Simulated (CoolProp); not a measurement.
Properties of carbon monoxide along the isobar 101 kPa.

Computed with CoolProp (reference Helmholtz-energy equation of state, Lemmon 2006). It is a short technical equation, of lower accuracy than the large ones.

| T (K) | phase | speed of sound (m/s) | Joule-Thomson coefficient (K/MPa) | isothermal compressibility (1/MPa) |
|---|---|---|---|---|
| 85.4 | gas | 184.4 | 24.96 | 10.28 |
| 95.9 | gas | 196.7 | 19.38 | 10.16 |
| 106.5 | gas | 208.2 | [?] | 10.09 |
| 117 | gas | 218.8 | 13.27 | 10.04 |
| 127.5 | gas | 228.9 | 11.39 | 10.01 |
| 138 | gas | [?] | 9.932 | 9.988 |
| 148.5 | gas | [?] | [?] | 9.970 |
| 159 | gas | 256.4 | [?] | 9.957 |
| 169.5 | gas | 264.9 | 7.019 | 9.947 |
| 180 | gas | 273.1 | 6.346 | 9.939 |
| 190.5 | gas | 281.0 | 5.768 | 9.932 |
| 201 | gas | 288.8 | 5.266 | 9.927 |

**Question.** Complete the blanks.

**Answer.** 
- 106.5, Joule-Thomson coefficient (K/MPa): 15.79
- 138, speed of sound (m/s): 238.4
- 148.5, speed of sound (m/s): 247.6
- 148.5, Joule-Thomson coefficient (K/MPa): 8.766
- 159, Joule-Thomson coefficient (K/MPa): 7.813
